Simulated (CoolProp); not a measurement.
R134a along the isotherm 407.4 K: fugacity coefficient from the reference equation and from simpler models built on Tc = 374.2 K, pc = 4059 kPa, ω = 0.327; each cubic takes its own stable root.

The numbers come from the reference Helmholtz-energy equation of state, Tillner-Roth 1994 in CoolProp.

```csv
p (kPa),phase,reference
1130,gas,0.9289
2260,gas,0.8600
3380,gas,0.7934
4510,supercritical,0.7279
5640,supercritical,0.6636
6770,supercritical,0.6020
7890,supercritical,0.5485
9020,supercritical,0.5047
10100,supercritical,0.4712
```

**Question.** How far does each simpler model (van der Waals, Redlich-Kwong, Peng-Robinson) lie from the reference over these 9 states: mean and median of the absolute difference, and the worst?

**Answer.** 
- van der Waals: mean 0.8 %, median 0.8 %, worst +2.1 % at 407.4 K and 10100 kPa
- Redlich-Kwong: mean 0.9 %, median 0.9 %, worst -1.8 % at 407.4 K and 6770 kPa
- Peng-Robinson: mean 1.2 %, median 1.3 %, worst -2.1 % at 407.4 K and 5640 kPa
